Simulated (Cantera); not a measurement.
Input (Python, Cantera):

```python
import numpy as np
import cantera as ct

gas = ct.Solution("h2o2.yaml")
gas.TPX = 1775, 72000, {'H2': 1, 'O2': 1.25, 'N2': 13.8}
reactor = ct.IdealGasReactor(gas, energy="on", clone=False)
net = ct.ReactorNet([reactor])
net.rtol, net.atol = 1e-08, 1e-16
show = ['H2', 'O2', 'H', 'O', 'H2O', 'H2O2', 'OH']
times = np.geomspace(1e-06, 0.1, 13)

steps = ct.SolutionArray(gas, extra=["t"])
rows = []
print(f"{'t/s':>10s}{'T/K':>9s}{'P/Pa':>11s}" + "".join(f"{s:>11s}" for s in show))
for t in times:
    while net.time < t:
        t_next = net.step()
        steps.append(gas.state, t=t_next)
    rows.append([np.interp(t, steps.t, y) for y in (steps.T, steps.P, *steps(*show).X.T)])
    print(f"{t:10.3e}{rows[-1][0]:9.1f}{rows[-1][1]:11.4g}" + "".join(f"{x:11.3e}" for x in rows[-1][2:]))
rate = np.gradient(steps.T, steps.t)
print("integrator steps:", len(steps.t))
if steps.T.max() > steps.T[0] + 200:
    print(f"time of steepest temperature rise: {steps.t[rate.argmax()]:.4e} s")
gas.TPX = 1775, 72000, {'H2': 1, 'O2': 1.25, 'N2': 13.8}
gas.equilibrate("UV")
print(f"equilibrium (UV): T = {gas.T:.1f} K  " + "  ".join(f"{s} {gas[s].X[0]:.3e}" for s in show))
```

Output:

```
       t/s      T/K       P/Pa         H2         O2          H          O        H2O       H2O2         OH
 1.000e-06   1775.0    7.2e+04  6.230e-02  7.788e-02  3.526e-07  6.429e-08  5.000e-08  1.212e-09  7.022e-08
 2.610e-06   1775.0    7.2e+04  6.230e-02  7.788e-02  1.354e-06  3.673e-07  7.505e-07  5.484e-09  4.180e-07
 6.813e-06   1775.0    7.2e+04  6.227e-02  7.786e-02  1.630e-05  4.982e-06  1.877e-05  1.855e-08  5.712e-06
 1.778e-05   1777.6   7.21e+04  5.220e-02  7.277e-02  4.944e-03  1.688e-03  6.722e-03  6.246e-08  1.811e-03
 4.642e-05   1838.8  7.433e+04  6.990e-03  4.463e-02  1.862e-02  1.672e-02  4.214e-02  2.198e-07  8.149e-03
 1.212e-04   1954.0  7.845e+04  6.034e-03  4.448e-02  1.236e-02  1.331e-02  4.637e-02  1.464e-07  8.724e-03
 3.162e-04   2107.6  8.384e+04  3.995e-03  4.488e-02  5.288e-03  7.970e-03  5.268e-02  8.569e-08  8.417e-03
 8.254e-04   2230.7  8.809e+04  1.660e-03  4.604e-02  1.195e-03  3.089e-03  5.865e-02  5.352e-08  6.172e-03
 2.154e-03   2277.9  8.971e+04  6.419e-04  4.692e-02  2.709e-04  1.171e-03  6.137e-02  5.189e-08  4.044e-03
 5.623e-03   2281.6  8.984e+04  5.632e-04  4.701e-02  2.218e-04  1.026e-03  6.161e-02  5.344e-08  3.806e-03
 1.468e-02   2281.6  8.984e+04  5.631e-04  4.701e-02  2.217e-04  1.026e-03  6.161e-02  5.344e-08  3.806e-03
 3.831e-02   2281.6  8.984e+04  5.631e-04  4.701e-02  2.217e-04  1.026e-03  6.161e-02  5.344e-08  3.806e-03
 1.000e-01   2281.6  8.984e+04  5.631e-04  4.701e-02  2.217e-04  1.026e-03  6.161e-02  5.344e-08  3.806e-03
integrator steps: 1032
time of steepest temperature rise: 2.3036e-05 s
equilibrium (UV): T = 2281.6 K  H2 5.631e-04  O2 4.701e-02  H 2.217e-04  O 1.026e-03  H2O 6.161e-02  H2O2 5.344e-08  OH 3.806e-03
```

Computed with Cantera and the H2/O2 subset of GRI-Mech 3.0, which has no nitrogen chemistry.
